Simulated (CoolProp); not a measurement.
Vapour-liquid equilibrium of CHF3 (R23) (1) + propylene (2) at -8.35 °C; x and y are mole fractions of (1).

Values from CoolProp's multi-fluid Helmholtz-energy mixture model, Penoncello 2003 and Lemmon 2013; pair parameters Bell 2016.

| x | bubble pressure, mixture model (kPa) | bubble pressure, Raoult's law (kPa) | y, mixture model | y, Raoult's law |
|---|---|---|---|---|
| 0.05 | 627.8 | 527.7 | 0.285 | 0.187 |
| 0.15 | 923.2 | 680.3 | 0.528 | 0.436 |
| 0.25 | 1153 | 832.9 | 0.637 | 0.593 |
| 0.35 | 1330 | 985.4 | 0.701 | 0.702 |
| 0.45 | 1471 | 1138 | 0.746 | 0.782 |
| 0.55 | 1587 | 1291 | 0.783 | 0.843 |
| 0.65 | 1690 | 1443 | 0.818 | 0.891 |
| 0.75 | 1785 | 1596 | 0.856 | 0.929 |
| 0.85 | 1873 | 1748 | 0.901 | 0.961 |
| 0.95 | 1948 | 1901 | 0.962 | 0.988 |

The largest gap from Raoult's law is +38.4 % in bubble pressure, at x = 0.25. No azeotrope shows between x = 0.05 and 0.95.

The pair parameters rest on a limited set of measurements; away from them the model extrapolates.
